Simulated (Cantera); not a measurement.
Input: 1 mol SiH2Cl2, 0.016 mol C3H8, 1800 mol H2, equilibrated at 2325 K and 133 Pa.

Method: chemical equilibrium by Gibbs-energy minimisation in Cantera with the NASA 1993 tables (ideal gas, pure condensed phases). Candidate condensed phases: C, C6H6, C7H8, C8H18, Si, SiC; 109 gas species. The numbers say what is thermodynamically allowed, not how fast it happens.

Base state: H2 0.739, H 0.259, HCl 0.000771, Si 0.000477, Cl 0.000194, C2H2 (acetylene) 1.08e-5 (mole fractions); condensed: gas only.

Task: What changes in the equilibrium state with this change: temperature from 2325 K to 1623 K?

Result: 
| species | before | after |
|---|---|---|
| H2 | 0.739 | 0.997 |
| H | 0.259 | 0.00189 |
| HCl | 0.000771 | 0.00110 |
| Si | 0.000477 | 0.000117 |
| C2H2 (acetylene) | 1.08e-5 | 4.49e-9 |
| Cl | 0.000194 | 1.64e-6 |
| Si(s), mol | 0 | 0.701 |
| SiC(s), mol | 0 | 0.0472 |
Mutual solubility and eutectic melting of coexisting phases are not modelled.

Task: What changes in the equilibrium state with this change: H2 from 1800 to 1.3 mol?

Result: 
```
species    before     after
-------  --------  --------
H2          0.739     0.306
HCl      0.000771     0.229
H           0.259     0.167
Si       0.000477     0.138
SiCl2       <1e-9    0.0463
SiCl      1.20e-7    0.0160
Cl       0.000194    0.0895
Si2C      8.16e-9   0.00447
Si2       5.27e-9  0.000439
SiCl3       <1e-9   6.05e-5
Si3         <1e-9   1.29e-5
SiC2      2.15e-7   0.00268
```
The tables' values for SiCl, SiCl3 are old estimates; treat these amounts as uncertain. Gases not in the tables: Si2H6 and higher silanes.
